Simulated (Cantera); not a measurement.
Charge: 1 mol C3H8, 2.1 mol NH3, 3.9 mol N2, at 0.0100 bar.

These are equilibrium values from Cantera (NASA tables, ideal gas, pure condensed phases), not measurements of a reactor. Candidate condensed phases: C, C6H6, C7H8, C8H18; 110 gas species. Ions and electrons are included (thermal ionisation). The numbers say what is thermodynamically allowed, not how fast it happens.

Question: What share of the C ends up in condensed phases as a function of T (K), at 2000, 2500, 3000, 3500, 4000, 4500, 5000?

Answer: 
| T (K) | C condensed (%) | as |
|---|---|---|
| 2000 | 96.6 | C(graphite) |
| 2500 | 81.5 | C(graphite) |
| 3000 | 0.0 | - |
| 3500 | 0.0 | - |
| 4000 | 0.0 | - |
| 4500 | 0.0 | - |
| 5000 | 0.0 | - |
